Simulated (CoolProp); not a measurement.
Vapour-liquid equilibrium of dimethyl carbonate (1) + n-heptane (2) at 63.35 °C; x and y are mole fractions of (1).

Values from CoolProp's multi-fluid Helmholtz-energy mixture model, Zhou 2011 and Span 2003; pair parameters Bell 2016.

```
x     bubble pressure (bar)  y at the bubble point  dew pressure at overall composition x (bar)  liquid density (mol/L)
----  ---------------------  ---------------------  -------------------------------------------  ----------------------
0.05                 0.3781                  0.195                                       0.3318                   6.584
0.15                 0.4590                  0.389                                       0.3626                   6.872
0.25                 0.5037                  0.481                                       0.3987                   7.191
0.35                 0.5263                  0.532                                       0.4409                   7.545
0.45                 0.5366                  0.563                                       0.4885                   7.941
0.55                 0.5403                  0.585                                       0.5328                   8.385
0.65                 0.5400                  0.605                                       0.5294                   8.886
0.75                 0.5342                  0.634                                       0.4907                   9.452
0.85                 0.5145                  0.691                                       0.4507                   10.10
0.95                 0.4571                  0.833                                       0.4144                   10.83
```

y crosses x between x = 0.55 and 0.65: the model has an azeotrope there.

Pair parameters are fitted to limited data, so mixtures are less certain than the pure fluids. With so large a gap from Raoult's law the liquid may split in two, which this calculation doesn't test in full.
